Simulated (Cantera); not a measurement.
A freely propagating, adiabatic, planar premixed flame of CO : H2 : O2 : N2 = 1 : 0.13 : 0.673 : 2.53 (molar parts), unburnt at 650 K and 10.0 bar; mixture-averaged transport, grid criteria slope 0.08 and curve 0.16, no radiation.

Model: GRI-Mech 3.0 (53 species, 325 reactions), integrated in Cantera. The hydrogen kinetics of GRI-Mech 3.0 are dated; newer H2 mechanisms differ, most at raised pressure. Burning velocities carry a grid error of a few per cent, more on coarse grids.

### Question
Predict: laminar burning velocity; thermal thickness; peak x(H); peak x(O).

### Answer
```
Property                     Result
------------------------  ---------
laminar burning velocity  97.7 cm/s
thermal thickness         0.0662 mm
peak x(H)                   0.00239
peak x(O)                   0.00705
```
